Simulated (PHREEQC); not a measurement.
PHREEQC input (ion-association model, phreeqc.dat):

```
SOLUTION 1
  temp 25
  units mol/kgw
  pH 7 charge
  K 0.3343
  Si 0.00067
  P 0.11
SOLUTION 2
  temp 25
  units mol/kgw
  pH 7 charge
  P 0.15
  Na 0.02
END
SELECTED_OUTPUT 1
  -reset false
  -pH true
  -pe true
  -ionic_strength true
  -water true
  -totals K Na P Si
  -molalities H+ Na+ K+ H4SiO4 PO4-3 OH- O2 HPO4-2 H2PO4- H3PO4
    NaOH NaHPO4- KHPO4- H3SiO4- H2SiO4-2
  -equilibrium_phases Chalcedony
PRINT
  -reset false
MIX 1
  1 1
  2 0
EQUILIBRIUM_PHASES 1
  Chalcedony 0 0
  O2(g) -0.68 10
END
# ... the last block is repeated for the other 20 points of share of solution B
```

Selected output (columns that matter, 21 of 21 rows; share of solution B added in front):

```
share of solution B	pH	mu	K	Na	P	Si	m_H+	m_Na+	m_K+	m_H4SiO4	m_PO4-3	m_OH-	m_HPO4-2	Chalcedony
0	12.08	0.62873	0.3343	0	0.11	0.00067	1.0997e-12	0	0.33259	1.6639e-06	0.093866	0.019634	0.014419	0
0.05	11.8	0.59196	0.31754	0.00099985	0.11198	0.0006364	2.0873e-12	0.00098941	0.31461	3.3615e-06	0.083623	0.010244	0.025424	0
0.1	11.534	0.5451	0.3008	0.0019996	0.11398	0.00060287	3.8368e-12	0.0019656	0.29626	6.2914e-06	0.068722	0.0054975	0.040671	0
0.15	11.283	0.49333	0.28409	0.0029993	0.11597	0.00056936	6.8168e-12	0.0029251	0.27776	1.1066e-05	0.051522	0.0030432	0.058052	0
0.2	11.007	0.43949	0.26737	0.003999	0.11797	0.00053586	1.2807e-11	0.0038656	0.25925	2.0144e-05	0.033321	0.0015887	0.076394	0
0.25	10.592	0.38477	0.25066	0.0049987	0.11997	0.00050237	3.3075e-11	0.0047845	0.24077	4.7952e-05	0.014675	0.00060165	0.095181	0
0.3	8.1672	0.33572	0.23395	0.0059985	0.12197	0.00026582	8.7451e-09	0.0056997	0.22312	0.00025697	5.6727e-05	2.2242e-06	0.10673	0.00020311
0.35	7.3423	0.30604	0.21724	0.0069983	0.12397	0.00026015	5.8176e-08	0.0066902	0.20831	0.00025884	6.8323e-06	3.2923e-07	0.091014	0.00017529
0.4	7.0085	0.27625	0.20054	0.0079983	0.12597	0.00026132	1.2488e-07	0.0076958	0.19341	0.00026072	2.4539e-06	1.5079e-07	0.075132	0.00014062
0.45	6.7557	0.24631	0.18383	0.0089982	0.12797	0.00026297	2.2228e-07	0.008718	0.17842	0.00026263	1.0066e-06	8.3133e-08	0.059165	0.00010548
0.5	6.5156	0.21621	0.16712	0.0099982	0.12998	0.00026476	3.8398e-07	0.0097595	0.16333	0.00026457	3.9016e-07	4.7108e-08	0.043116	7.0194e-05
0.55	6.2369	0.18595	0.15041	0.010998	0.13198	0.00026663	7.2406e-07	0.010824	0.14813	0.00026653	1.1764e-07	2.438e-08	0.026987	3.483e-05
0.6	5.7829	0.15554	0.1337	0.011998	0.13398	0.00026796	2.0415e-06	0.011917	0.13283	0.00026793	1.4929e-08	8.4042e-09	0.010789	0
0.65	3.412	0.13051	0.11699	0.012998	0.13598	0.00023447	0.00047545	0.012998	0.11699	0.00023447	2.5022e-13	3.5111e-11	4.6817e-05	0
0.7	2.7775	0.11632	0.10028	0.013999	0.13799	0.00020098	0.0020376	0.013998	0.10028	0.00020098	1.0971e-14	8.0502e-12	9.4112e-06	0
0.75	2.4902	0.10249	0.083568	0.014999	0.13999	0.00016749	0.0039236	0.014999	0.083567	0.00016749	2.3351e-15	4.102e-12	4.1471e-06	0
0.8	2.2859	0.089093	0.066855	0.015999	0.14199	0.00013399	0.0062369	0.015999	0.066855	0.00013399	7.1321e-16	2.528e-12	2.1767e-06	0
0.85	2.1174	0.076266	0.050142	0.016999	0.14399	0.00010049	0.0091236	0.016999	0.050142	0.00010049	2.5099e-16	1.69e-12	1.2183e-06	0
0.9	1.9673	0.06421	0.033429	0.017999	0.14599	6.6998e-05	0.012781	0.017999	0.033429	6.6998e-05	9.3903e-17	1.1779e-12	6.9788e-07	0
0.95	1.828	0.053172	0.016715	0.019	0.148	3.3499e-05	0.017457	0.019	0.016715	3.3499e-05	3.6096e-17	8.4077e-13	4.0213e-07	0
1	1.6961	0.043424	0	0.02	0.15	0	0.023423	0.02	0	0	1.4134e-17	6.1048e-13	2.3225e-07	0
```
